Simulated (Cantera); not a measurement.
An adiabatic, constant-pressure homogeneous reactor starts with 3.37 % CH4, 1.48 % CO, 16.6 % O2, 62.4 % N2, 16.2 % H2O, at 1748 K and 500000 Pa.

Computed with Cantera and GRI-Mech 3.0 (53 species, 325 reactions).

Predict: time of steepest temperature rise; temperature at 4.00 s; equilibrium temperature; x(CO) at 4.00 s; x(O2) at 4.00 s; x(NO2) at 4.00 s.


| Quantity | Value |
|---|---|
| time of steepest temperature rise | 37.1 µs |
| temperature at 4.00 s | 2423 K |
| equilibrium temperature | 2423 K |
| x(CO) at 4.00 s | 0.00176 (gas-phase equilibrium 0.00176) |
| x(O2) at 4.00 s | 0.0847 (gas-phase equilibrium 0.0847) |
| x(NO2) at 4.00 s | 1.55e-5 (gas-phase equilibrium 1.55e-5) |
